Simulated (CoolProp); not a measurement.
A single-stage vapour-compression cycle with R134a: evaporating at 254.15 K (dew point), condensing at 302.15 K (bubble point), superheat 10 K, subcooling 8 K, compressor efficiency 0.7, no pressure losses. Each further row changes one setting.

Model: reference Helmholtz-energy equation of state, Tillner-Roth 1994, in CoolProp.

```json
[
 {"case": "as stated", "cooling COP": "3.17", "pressure ratio": "5.40", "discharge temperature (K)": "335.2", "refrigerating effect (kJ/kg)": "166", "volumetric capacity (kJ/m³)": "1120"},
 {"case": "evaporating temperature 259.15 K", "cooling COP": "3.69", "pressure ratio": "4.38", "discharge temperature (K)": "332.0", "refrigerating effect (kJ/kg)": "170", "volumetric capacity (kJ/m³)": "1390"},
 {"case": "condensing temperature 297.15 K", "cooling COP": "3.63", "pressure ratio": "4.66", "discharge temperature (K)": "328.7", "refrigerating effect (kJ/kg)": "173", "volumetric capacity (kJ/m³)": "1170"},
 {"case": "subcooling 13 K", "cooling COP": "___", "pressure ratio": "5.40", "discharge temperature (K)": "335.2", "refrigerating effect (kJ/kg)": "173", "volumetric capacity (kJ/m³)": "1170"},
 {"case": "superheat 20 K", "cooling COP": "3.18", "pressure ratio": "5.40", "discharge temperature (K)": "___", "refrigerating effect (kJ/kg)": "___", "volumetric capacity (kJ/m³)": "1130"},
 {"case": "compressor efficiency 0.6", "cooling COP": "2.72", "pressure ratio": "5.40", "discharge temperature (K)": "344.0", "refrigerating effect (kJ/kg)": "166", "volumetric capacity (kJ/m³)": "1120"}
]
```

Task: Complete the blanks.

Result: 
- subcooling 13 K, cooling COP: 3.30
- superheat 20 K, discharge temperature (K): 345.9
- superheat 20 K, refrigerating effect (kJ/kg): 175
